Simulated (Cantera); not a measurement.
Feed: 1 mol Fe₂O₃, 1.8 mol Cl₂, 0.18 mol O₂, at 16.0 Pa.

These are equilibrium values from Cantera (NASA tables, ideal gas, pure condensed phases), not measurements of a reactor. Candidate condensed phases: Fe, FeCl₂, FeCl₃, FeO, Fe₂O₃, Fe₃O₄; 13 gas species. Condensed phases not in the tables: FeOCl. Rates play no part.

x: gas mole fraction; n: condensed amount in mol.

| T (°C) | x Cl₂ | x FeCl₂ | x O₂ | x Cl | x FeCl₃ | x O | n Fe₂O₃(s) | n Fe₃O₄(s) |
|---|---|---|---|---|---|---|---|---|
| 600 | 0.885 | 0.000491 | 0.0994 | 0.00330 | 0.0114 | 4.73e-11 | 0.988 | 0 |
| 650 | 0.846 | 0.00293 | 0.114 | 0.00813 | 0.0290 | 3.32e-10 | 0.968 | 0 |
| 700 | 0.772 | 0.0127 | 0.141 | 0.0178 | 0.0574 | 2.01e-9 | 0.928 | 0 |
| 750 | 0.653 | 0.0416 | 0.182 | 0.0347 | 0.0885 | 1.05e-8 | 0.861 | 0 |
| 800 | 0.494 | 0.104 | 0.236 | 0.0598 | 0.106 | 4.78e-8 | … | 0 |
| 850 | 0.319 | 0.203 | 0.294 | 0.0895 | 0.0949 | 1.89e-7 | … | 0 |
| 900 | 0.171 | 0.307 | 0.342 | 0.116 | 0.0638 | 6.46e-7 | … | 0 |
| 950 | 0.0791 | 0.383 | 0.371 | 0.133 | 0.0340 | 1.94e-6 | … | 0 |
| 1000 | 0.0341 | 0.423 | 0.385 | 0.142 | 0.0161 | 5.27e-6 | … | 0 |
| 1050 | 0.0148 | 0.441 | 0.391 | 0.146 | 0.00747 | 1.31e-5 | … | 0 |
| 1100 | 0.00708 | 0.439 | 0.397 | 0.153 | 0.00358 | 3.07e-5 | 0 | 0.164 |
| 1150 | 0.00369 | 0.438 | 0.394 | 0.163 | 0.00183 | 6.68e-5 | 0 | 0.165 |
| 1200 | 0.00201 | 0.434 | 0.391 | 0.172 | 0.000977 | 0.000138 | 0 | 0.168 |
| 1250 | 0.00113 | 0.430 | 0.387 | 0.181 | 0.000541 | 0.000271 | 0 | 0.172 |

### Question
Some entries are withheld; supply them.

### Answer

- 800, n Fe₂O₃(s): 0.760
- 850, n Fe₂O₃(s): 0.622
- 900, n Fe₂O₃(s): 0.472
- 950, n Fe₂O₃(s): 0.352
- 1000, n Fe₂O₃(s): 0.284
- 1050, n Fe₂O₃(s): 0.252
